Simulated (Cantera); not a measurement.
An isothermal, constant-pressure homogeneous reactor starts with NH3 : H2 = 1 : 3.2 (molar parts), at 2173 K and 563 Torr.

Detailed kinetics in Cantera: the gas-phase N/H chemistry of the illustrative SiF4/NH3 mechanism in the Surface Chemkin manual (1991). Walls and surfaces, which speed up NH3 decomposition in real reactors, are not modelled.

One state of this run: x NH3 = 0.0816; x H2 = 0.853; x N2H2 = 7.37e-7; x H = 0.00168; x N2 = 0.0629. x: mole fraction; the columns are a selection and need not sum to one.

Task: Which value of t (s) does it belong to?
(A) 0.000739
(B) 1.00
(C) 0.0110
(D) 0.00182

Result: C, 0.0110
